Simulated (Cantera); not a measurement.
Feed: 1 mol c-C4F8, 1.1 mol H2, equilibrated at 2777 °C and 113 Torr.

Method: chemical equilibrium by Gibbs-energy minimisation in Cantera with the NASA 1993 tables (ideal gas, pure condensed phases). Candidate condensed phases: C, C6H6, C7H8, C8H18; 95 gas species. The feed counts by its element totals alone. Gases not in the tables: C2F6 and larger saturated fluorocarbons. Kinetics and transport are ignored.

Base state: F 0.464, HF 0.316, CF2 0.153, CF 0.0595, C3 0.00351, CF3 0.00126, H 0.00103, C 0.000539 (mole fractions); condensed: C(graphite).

Problem. What changes in the equilibrium state with this change: H2 from 1.1 to 6.7 mol?

Solution. 
```csv
species,before,after
HF,0.316,0.669
H,0.00103,0.173
H2,4.76e-6,0.134
F,0.464,0.00587
CF2,0.153,2.46e-5
CF,0.0595,0.000752
CF3,0.00126,2.55e-9
CF4,0.000372,<1e-9
C2H2 (acetylene),3.41e-7,0.00959
"C(graphite), mol",2.42,3.55
```

Problem. What changes in the equilibrium state with this change: H2 from 1.1 to 3 mol?

Solution. 
| species | before | after |
|---|---|---|
| HF | 0.316 | 0.754 |
| F | 0.464 | 0.186 |
| CF2 | 0.153 | 0.0247 |
| CF | 0.0595 | 0.0239 |
| CF4 | 0.000372 | 9.67e-6 |
| C2H2 (acetylene) | 3.41e-7 | 1.21e-5 |
| H2 | 4.76e-6 | 0.000168 |
| C(graphite), mol | 2.42 | 3.52 |
